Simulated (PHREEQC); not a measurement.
0.13 g of hydrous ferric oxide (600 m²/g; 0.2 weak and 0.005 strong sites per Fe, Dzombak-Morel constants, diffuse double layer) in 1 kg of water with 0.3 mol/kgw of an inert sodium salt, at 25 °C; the pH is set by adding NaOH or the inert anion's acid. Oxygen is held at 0.21 atm. No CO2 enters from the air. Nothing may precipitate in this run.

Base run: PHREEQC, ion-association model, wateq4f.dat. Each further column changes one thing. The table gives surface potential ψ (mV).

```
pH   base  background salt from 0.3 to 0.03 mol/kgw  oxide from 0.13 to 0.65 g/kgw  0.00015 mol/kgw BaCl2 added
---  ----  ----------------------------------------  -----------------------------  ---------------------------
3     126                                       181                            125                          126
4     123                                (withheld)                            123                          123
4.5   118                                (withheld)                            118                          118
5.5    98                                       123                             98                           98
6      83                                (withheld)                             83                           83
7      46                                        57                             46                           47
8       5                                         6                              5                            8
8.5   -17                                (withheld)                            -17                          -13
9.5   -57                                       -71                            -57                          -51
10    -75                                (withheld)                            -75                   (withheld)
11   -105                                      -133                           -105                          -76
```

Task: Complete the blanks.

Result: 
- 4, background salt from 0.3 to 0.03 mol/kgw: 169
- 4.5, background salt from 0.3 to 0.03 mol/kgw: 156
- 6, background salt from 0.3 to 0.03 mol/kgw: 103
- 8.5, background salt from 0.3 to 0.03 mol/kgw: -21
- 10, background salt from 0.3 to 0.03 mol/kgw: -94
- 10, 0.00015 mol/kgw BaCl2 added: -64

The oxide is taken as insoluble; below pH 4 it would dissolve.
